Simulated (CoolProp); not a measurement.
Methane at 279.54 K and 12.9 MPa is throttled through a valve to 5.67 MPa with no heat exchange. Each further row changes one setting.

Computed with CoolProp (reference Helmholtz-energy equation of state, Setzmann 1991).

```tsv
case	temperature change (K)	final phase	final density (kg/m³)
as stated	-30.5	supercritical	?
outlet pressure 1.7 MPa	?	?	?
outlet pressure 7.37 MPa	-21.4	supercritical	69.9
```

Task: Fill in the missing entries.

Result: 
- as stated, final density (kg/m³): 54.2
- outlet pressure 1.7 MPa, temperature change (K): -57.2
- outlet pressure 1.7 MPa, final phase: gas
- outlet pressure 1.7 MPa, final density (kg/m³): 16.0
